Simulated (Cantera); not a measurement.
An isothermal, constant-pressure homogeneous reactor starts with 53.8 % CH₄, 41.4 % CO₂, 4.74 % H₂, at 1748 K and 500000 Pa.

Model: GRI-Mech 3.0 (53 species, 325 reactions), integrated in Cantera.

One state of this run: x CH₄ = 0.0382; x CO₂ = 0.0336; x H₂ = 0.369; x OH = 1.42e-6; x CH₃ = 0.000132. x: mole fraction; the columns are a selection and need not sum to one.

Problem. Which value of t (s) does it belong to?
(A) 0.0632
(B) 0.928
(C) 3.56
(D) 0.00112

Solution. A, 0.0632
